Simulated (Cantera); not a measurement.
What does this Cantera script print?

```python
import numpy as np
import cantera as ct

gas_names = """
    CL CLO CL2 H HCL HOCL HO2 H2 H2O H2O2 O OH O2 O3 Ti TiCL TiCL2 TiCL3 TiCL4 TiO TiOCL TiOCL2 TiO2
""".split()
cond_names = """
    H2O(s) H2O(L) Ti(a) Ti(b) Ti(L) TiCL2(s) TiCL3(s) TiCL4(L) TiO(a) TiO(b) TiO(L) TiO2(ru) TiO2(L)
    Ti2O3(a) Ti2O3(b) Ti2O3(L) Ti3O5(a) Ti3O5(b) Ti3O5(L) Ti4O7(s) Ti4O7(L)
""".split()


def load(file, names, dense=False):
    # The tables refer to 1 bar. Condensed volumes are neglected.
    table = {s.name: s for s in ct.Species.list_from_file(file)}
    out = []
    for n in names:
        d = dict(table[n].input_data)
        d["thermo"] = dict(d["thermo"], **{"reference-pressure": 1e5})
        if dense:
            d["equation-of-state"] = {"model": "constant-volume", "density": "1e6 g/cm^3"}
        out.append(ct.Species.from_dict(d))
    return out


gas = ct.Solution(thermo="ideal-gas", species=load("nasa_gas.yaml", gas_names))
cond = {s.name: ct.Solution(thermo="fixed-stoichiometry", species=[s], name=s.name)
        for s in load("nasa_condensed.yaml", cond_names, dense=True)}
atoms = {
    'TiO2': {'Ti': 1, 'O': 2},
    'HCl': {'H': 1, 'CL': 1},
}
top_T = {'TiCL2(s)': 1300, 'TiCL3(s)': 1000}  # K; cautious upper limits of use, not melting points


def equilibrate(T, P, feed):
    n = {}
    for name, mol in feed.items():
        for a, k in atoms[name].items():
            n[a] = n.get(a, 0.0) + k * mol
    gas.TPX = T, P, n
    mass = sum(n.values()) * gas.mean_molecular_weight
    gas.equilibrate("TP")
    valid = [c for c in cond.values() if c.min_temp <= T <= top_T.get(c.name, c.max_temp)]
    mix = ct.Mixture([(gas, mass / gas.mean_molecular_weight)] + [(c, 0.0) for c in valid])
    mix.T, mix.P = T, P
    mix.equilibrate("TP", solver="vcs", rtol=1e-11, max_steps=5000)
    return mix


results = []
feed = {'TiO2': 1, 'HCl': 0.66}  # mol
P = 10000  # Pa
for T in [1025, 1100, 1175, 1250, 1325, 1400, 1475, 1550, 1625]:
    mix = equilibrate(T, P, feed)
    results.append((T, P, feed, dict(zip(mix.species_names, mix.species_moles))))

top = {s: max(r[3][s] / sum(r[3][g] for g in gas_names) for r in results) for s in gas_names}
cols = sorted((s for s in top if top[s] > 0.001), key=lambda s: -top[s])[:6]
seen = [c for c in cond_names if any(r[3].get(c, 0) > 1e-12 for r in results)]
print("log10 of partial pressures in bar; condensed amounts in mol")
print(f"{'T/K':>10s}" + "".join(f"{s[:9]:>10s}" for s in cols + seen))
for T, P, feed, n in results:
    ng = sum(n[g] for g in gas_names)
    print(f"{T:10.4g}" + "".join(f"{np.log10(max(n[s] / ng * P / 1e5, 1e-99)):10.3f}" for s in cols)
          + "".join(f"{n.get(c, 0):10.4g}" for c in seen))
```

It prints:

```
log10 of partial pressures in bar; condensed amounts in mol
       T/K       HCL       H2O        CL     TiCL4        H2  TiO2(ru)
      1025    -1.002    -3.611    -6.358    -3.912    -6.080    0.9992
      1100    -1.002    -3.544    -5.786    -3.845    -5.703    0.9991
      1175    -1.002    -3.486    -5.296    -3.787    -5.352    0.9989
      1250    -1.003    -3.436    -4.875    -3.737    -5.023    0.9988
      1325    -1.003    -3.392    -4.508    -3.694    -4.717    0.9987
      1400    -1.003    -3.353    -4.184    -3.658    -4.433    0.9985
      1475    -1.004    -3.317    -3.897    -3.628    -4.172    0.9984
      1550    -1.005    -3.285    -3.638    -3.606    -3.932    0.9983
      1625    -1.006    -3.252    -3.405    -3.595    -3.713    0.9982
```

Method: chemical equilibrium by Gibbs-energy minimisation in Cantera with the NASA 1993 tables (ideal gas, pure condensed phases). Condensed phases not in the tables: TiOCl.
